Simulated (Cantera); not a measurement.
An isothermal, constant-pressure homogeneous reactor starts with NO : N2 = 1 : 0.18 (molar parts), at 1723 K and 0.987 atm. Integrator tolerance rtol = 1e-08.

Cantera simulation using GRI-Mech 3.0 (53 species, 325 reactions); the numbers are that mechanism's predictions, not measurements.

Question: What does this change do: pressure from 0.987 atm to 0.0375 atm?

Answer: 
| quantity | before | after |
|---|---|---|
| x(NO) at 3.00 s | 0.526 (gas-phase equilibrium 0.00384) | 0.827 (gas-phase equilibrium 0.00384) |
| x(O) at 3.00 s | 2.34e-5 (gas-phase equilibrium 3.71e-5) | 4.76e-5 (gas-phase equilibrium 0.000191) |
| x(N2O) at 3.00 s | 0.000107 (gas-phase equilibrium 1.91e-7) | 0.000240 (gas-phase equilibrium 3.72e-8) |
| x(N2) at 3.00 s | 0.313 (gas-phase equilibrium 0.574) | 0.162 (gas-phase equilibrium 0.574) |
| x(NO2) at 3.00 s | 0.00137 (gas-phase equilibrium 1.61e-5) | 0.000113 (gas-phase equilibrium 3.15e-6) |
Radical loss at walls, strong at low pressure, is not modelled.

Question: What does this change do: temperature 1723 to 1700 K?

Answer: 
```
quantity                                            before                                     after
----------------  ----------------------------------------  ----------------------------------------
x(NO) at 3.00 s      0.526 (gas-phase equilibrium 0.00384)     0.574 (gas-phase equilibrium 0.00353)
x(O) at 3.00 s     2.34e-5 (gas-phase equilibrium 3.71e-5)   1.71e-5 (gas-phase equilibrium 2.92e-5)
x(N2O) at 3.00 s  0.000107 (gas-phase equilibrium 1.91e-7)  0.000125 (gas-phase equilibrium 1.76e-7)
x(N2) at 3.00 s        0.313 (gas-phase equilibrium 0.574)       0.289 (gas-phase equilibrium 0.574)
x(NO2) at 3.00 s   0.00137 (gas-phase equilibrium 1.61e-5)   0.00146 (gas-phase equilibrium 1.56e-5)
```
